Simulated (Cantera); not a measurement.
Feed: 1 mol CH₃F, 0.11 mol H₂, equilibrated at 610 Pa.

Method: chemical equilibrium by Gibbs-energy minimisation in Cantera with the NASA 1993 tables (ideal gas, pure condensed phases). Candidate condensed phases: C, C₆H₆, C₇H₈, C₈H₁₈; 110 gas species. Ions and electrons are included (thermal ionisation). Equilibrium is a limit: real reactors are often held back by kinetics, nucleation or transport. All values below are at 4500 K.

Base state: H 0.617, F 0.190, C 0.190, HF 0.00156, C₂ 0.000759, CF 0.000285, H₂ 0.000194, e- 7.07e-5 (mole fractions); condensed: gas only.

**Question.** What changes in the equilibrium state with this change: pressure from 610 Pa to 100000 Pa?

**Answer.** 
```csv
species,before,after
H,0.617,0.583
HF,0.00156,0.129
F,0.190,0.101
C,0.190,0.0860
C₃,1.01e-5,0.0250
H₂,0.000194,0.0285
CF,0.000285,0.0113
C₂,0.000759,0.0255
C₂H₂ (acetylene),<1e-9,0.000532
C₄,1.10e-9,0.000203
C₅,<1e-9,0.000157
```
